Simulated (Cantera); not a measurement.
Input (Python, Cantera):

```python
import numpy as np
import cantera as ct

gas = ct.Solution("gri30.yaml")
gas.TPX = 1400, 500000, {'C3H8': 1, 'O2': 2.17, 'N2': 8.17}
reactor = ct.IdealGasReactor(gas, energy="on", clone=False)
net = ct.ReactorNet([reactor])
net.rtol, net.atol = 1e-08, 1e-16
show = ['C3H8', 'O2', 'O', 'CH3', 'C2H6', 'CH2CO']
times = np.geomspace(7e-06, 2, 16)

steps = ct.SolutionArray(gas, extra=["t"])
rows = []
print(f"{'t/s':>10s}{'T/K':>9s}{'P/Pa':>11s}" + "".join(f"{s:>11s}" for s in show))
for t in times:
    while net.time < t:
        t_next = net.step()
        steps.append(gas.state, t=t_next)
    rows.append([np.interp(t, steps.t, y) for y in (steps.T, steps.P, *steps(*show).X.T)])
    print(f"{t:10.3e}{rows[-1][0]:9.1f}{rows[-1][1]:11.4g}" + "".join(f"{x:11.3e}" for x in rows[-1][2:]))
rate = np.gradient(steps.T, steps.t)
print("integrator steps:", len(steps.t))
if steps.T.max() > steps.T[0] + 200:
    print(f"time of steepest temperature rise: {steps.t[rate.argmax()]:.4e} s")
gas.TPX = 1400, 500000, {'C3H8': 1, 'O2': 2.17, 'N2': 8.17}
gas.equilibrate("UV")
print(f"equilibrium (UV): T = {gas.T:.1f} K  " + "  ".join(f"{s} {gas[s].X[0]:.3e}" for s in show))
```

Result:

```
       t/s      T/K       P/Pa       C3H8         O2          O        CH3       C2H6      CH2CO
 7.000e-06   1397.3  4.997e+05  8.676e-02  1.907e-01  1.590e-07  4.972e-04  1.562e-04  1.171e-06
 1.617e-05   1397.7  5.011e+05  8.408e-02  1.894e-01  2.006e-07  5.553e-04  7.368e-04  1.186e-05
 3.737e-05   1401.7  5.061e+05  7.704e-02  1.857e-01  3.352e-07  5.792e-04  2.105e-03  9.357e-05
 8.635e-05   1490.0  5.628e+05  4.010e-02  1.563e-01  5.988e-06  1.238e-03  5.384e-03  2.154e-03
 1.995e-04   2700.2  1.295e+06  2.068e-23  2.817e-06  1.692e-05  1.586e-08  7.632e-16  1.858e-10
 4.610e-04   2702.4  1.296e+06  7.998e-27  2.897e-06  1.735e-05  2.578e-09  3.785e-18  1.588e-11
 1.065e-03   2703.1  1.296e+06  6.944e-27  2.918e-06  1.746e-05  2.443e-09  3.422e-18  1.499e-11
 2.461e-03   2703.2  1.296e+06  6.854e-27  2.921e-06  1.747e-05  2.431e-09  3.391e-18  1.491e-11
 5.688e-03   2703.2  1.296e+06  6.853e-27  2.921e-06  1.747e-05  2.431e-09  3.390e-18  1.491e-11
 1.314e-02   2703.2  1.296e+06  6.853e-27  2.921e-06  1.747e-05  2.431e-09  3.390e-18  1.491e-11
 3.037e-02   2703.2  1.296e+06  6.853e-27  2.921e-06  1.747e-05  2.431e-09  3.390e-18  1.491e-11
 7.016e-02   2703.2  1.296e+06  6.853e-27  2.921e-06  1.747e-05  2.431e-09  3.390e-18  1.491e-11
 1.621e-01   2703.2  1.296e+06  6.853e-27  2.921e-06  1.747e-05  2.431e-09  3.390e-18  1.491e-11
 3.746e-01   2703.2  1.296e+06  6.853e-27  2.921e-06  1.747e-05  2.431e-09  3.390e-18  1.491e-11
 8.656e-01   2703.2  1.296e+06  6.853e-27  2.921e-06  1.747e-05  2.431e-09  3.390e-18  1.491e-11
 2.000e+00   2703.2  1.296e+06  6.853e-27  2.921e-06  1.747e-05  2.431e-09  3.390e-18  1.491e-11
integrator steps: 1976
time of steepest temperature rise: 9.4434e-05 s
equilibrium (UV): T = 2703.2 K  C3H8 8.939e-27  O2 2.921e-06  O 1.747e-05  CH3 2.710e-09  C2H6 4.109e-18  CH2CO 1.648e-11
```

Model: GRI-Mech 3.0 (53 species, 325 reactions), integrated in Cantera. GRI-Mech 3.0 was tuned for natural gas; its chemistry of propane as a main component is partial and can be far from experiment.
